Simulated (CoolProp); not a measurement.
Model: reference Helmholtz-energy equation of state, Thol 2015, in CoolProp.

Task: For octamethylcyclotetrasiloxane (D4), give the phase and the density (kg/m³), cp (kJ/(kg K)), cv (kJ/(kg K)), Joule-Thomson coefficient (K/MPa) at 425.2 K and 0.898 MPa; 425.2 K and 1.8 MPa.

Result: 
- 425.2 K and 0.898 MPa: liquid; density 801, cp 1.93, cv 1.66, Joule-Thomson coefficient -0.203
- 425.2 K and 1.8 MPa: liquid; density 805, cp 1.93, cv 1.66, Joule-Thomson coefficient -0.216
